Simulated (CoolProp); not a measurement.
Saturated liquid density (kg/m³) of vinyl chloride: the reference equation beside estimates from Tc = 151.9 °C, pc = 5.600 MPa, ω = 0.160.

Values from CoolProp's reference Helmholtz-energy equation of state, Thol 2022.

| T (°C) | reference | Soave-Redlich-Kwong | Peng-Robinson |
|---|---|---|---|
| -4.95 | 954.2 | 890.8 | 1007 |
| 12.35 | 922.9 | 860.6 | 973.8 |
| 29.55 | 890.6 | 827.4 | ? |
| 46.85 | 856.5 | 790.5 | 896.3 |
| 64.15 | 820.2 | ? | 849.8 |
| 81.35 | 780.6 | ? | 796.9 |
| 98.65 | 735.4 | 648.0 | 734.4 |
| 115.95 | 680.8 | 583.0 | ? |

**Question.** Fill in the missing entries.

**Answer.** 
- 29.55, Peng-Robinson: 937.4
- 64.15, Soave-Redlich-Kwong: 749.0
- 81.35, Soave-Redlich-Kwong: 702.4
- 115.95, Peng-Robinson: 658.8

Absolute difference from the reference over all 8 rows, mean and median: Soave-Redlich-Kwong 9.1 and 8.2 %, Peng-Robinson 3.8 and 4.1 %.
